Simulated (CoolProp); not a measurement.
Nitrous oxide along the isotherm 66.75 °C: fugacity coefficient from the reference equation and from simpler models built on Tc = 36.4 °C, pc = 7.245 MPa, ω = 0.161; each cubic takes its own stable root.

Model: reference Helmholtz-energy equation of state, Lemmon 2006, in CoolProp. It is a short technical equation, of lower accuracy than the large ones.

```csv
p (MPa),phase,reference
0.158,gas,0.9944
0.325,gas,0.9885
0.667,gas,0.9766
1.37,gas,0.9521
2.81,gas,0.9030
5.77,gas,0.8051
11.9,supercritical,0.6119
24.3,supercritical,0.4060
50,supercritical,0.3179
```

Task: How far does each simpler model (van der Waals, Redlich-Kwong, Soave-Redlich-Kwong, Peng-Robinson) lie from the reference over these 9 states: mean and median of the absolute difference, and the worst?

Result: 
- van der Waals: mean 3.5 %, median 0.4 %, worst +22.8 % at 66.75 °C and 50 MPa
- Redlich-Kwong: mean 1.0 %, median 0.1 %, worst +5.3 % at 66.75 °C and 50 MPa
- Soave-Redlich-Kwong: mean 2.2 %, median 0.2 %, worst +10.5 % at 66.75 °C and 50 MPa
- Peng-Robinson: mean 1.2 %, median 1.1 %, worst -2.7 % at 66.75 °C and 11.9 MPa
